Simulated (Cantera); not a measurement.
A freely propagating, adiabatic, planar premixed flame of 4.43 % C₃H₈, 17.1 % O₂, 64.3 % N₂, 14.2 % H₂O, unburnt at 675 K and 1.20 bar; multicomponent transport, grid criteria slope 0.08 and curve 0.16, no radiation.

Computed with Cantera and GRI-Mech 3.0 (53 species, 325 reactions). GRI-Mech 3.0 was tuned for natural gas; its chemistry of propane as a main component is partial and can be far from experiment. Burning velocities carry a grid error of a few per cent, more on coarse grids.

x: mole fraction of selected species; z is measured from the peak of heat release.

```json
[
 {"z (mm)": "-0.907", "T (K)": "675", "u (m/s)": "1.18", "x C₃H₈": "0.0442", "x O₂": "0.170", "x H₂O": "0.142", "x C₂H₂": "1.59e-7", "x HCO": "<1e-8", "x CH₂CO": "2.84e-8"},
 {"z (mm)": "-0.605", "T (K)": "678", "u (m/s)": "1.18", "x C₃H₈": "0.0441", "x O₂": "0.169", "x H₂O": "0.141", "x C₂H₂": "1.90e-6", "x HCO": "<1e-8", "x CH₂CO": "4.32e-7"},
 {"z (mm)": "-0.454", "T (K)": "688", "u (m/s)": "1.21", "x C₃H₈": "0.0438", "x O₂": "0.168", "x H₂O": "0.142", "x C₂H₂": "1.20e-5", "x HCO": "<1e-8", "x CH₂CO": "3.50e-6"},
 {"z (mm)": "-0.302", "T (K)": "748", "u (m/s)": "1.33", "x C₃H₈": "0.0428", "x O₂": "0.161", "x H₂O": "0.146", "x C₂H₂": "9.77e-5", "x HCO": "<1e-8", "x CH₂CO": "3.86e-5"},
 {"z (mm)": "-0.151", "T (K)": "1068", "u (m/s)": "1.96", "x C₃H₈": "0.0309", "x O₂": "0.127", "x H₂O": "0.170", "x C₂H₂": "0.000892", "x HCO": "5.80e-7", "x CH₂CO": "0.000512"},
 {"z (mm)": "-0.0756", "T (K)": "1406", "u (m/s)": "2.67", "x C₃H₈": "0.0105", "x O₂": "0.0878", "x H₂O": "0.196", "x C₂H₂": "0.00230", "x HCO": "1.93e-5", "x CH₂CO": "0.00136"},
 {"z (mm)": "0", "T (K)": "(withheld)", "u (m/s)": "3.37", "x C₃H₈": "(withheld)", "x O₂": "(withheld)", "x H₂O": "0.224", "x C₂H₂": "(withheld)", "x HCO": "(withheld)", "x CH₂CO": "(withheld)"},
 {"z (mm)": "0.0756", "T (K)": "1911", "u (m/s)": "3.72", "x C₃H₈": "3.05e-7", "x O₂": "0.0193", "x H₂O": "0.239", "x C₂H₂": "0.00174", "x HCO": "2.22e-5", "x CH₂CO": "0.000203"},
 {"z (mm)": "0.151", "T (K)": "1973", "u (m/s)": "3.83", "x C₃H₈": "<1e-8", "x O₂": "0.00857", "x H₂O": "0.243", "x C₂H₂": "0.000319", "x HCO": "5.10e-6", "x CH₂CO": "2.04e-5"},
 {"z (mm)": "0.302", "T (K)": "2012", "u (m/s)": "3.89", "x C₃H₈": "<1e-8", "x O₂": "0.00320", "x H₂O": "0.242", "x C₂H₂": "7.35e-6", "x HCO": "2.91e-7", "x CH₂CO": "3.01e-7"},
 {"z (mm)": "0.605", "T (K)": "2048", "u (m/s)": "3.94", "x C₃H₈": "<1e-8", "x O₂": "(withheld)", "x H₂O": "0.242", "x C₂H₂": "(withheld)", "x HCO": "(withheld)", "x CH₂CO": "<1e-8"},
 {"z (mm)": "1.21", "T (K)": "2084", "u (m/s)": "4.00", "x C₃H₈": "<1e-8", "x O₂": "0.00104", "x H₂O": "0.244", "x C₂H₂": "<1e-8", "x HCO": "9.98e-8", "x CH₂CO": "<1e-8"},
 {"z (mm)": "2.42", "T (K)": "2116", "u (m/s)": "4.05", "x C₃H₈": "<1e-8", "x O₂": "0.000495", "x H₂O": "0.247", "x C₂H₂": "<1e-8", "x HCO": "6.49e-8", "x CH₂CO": "<1e-8"}
]
```

### Question
What belongs in the gaps?

### Answer

- 0, T (K): 1736
- 0, x C₃H₈: 0.000292
- 0, x O₂: 0.0451
- 0, x C₂H₂: 0.00385
- 0, x HCO: 4.94e-5
- 0, x CH₂CO: 0.00112
- 0.605, x O₂: 0.00177
- 0.605, x C₂H₂: 1.49e-8
- 0.605, x HCO: 1.40e-7
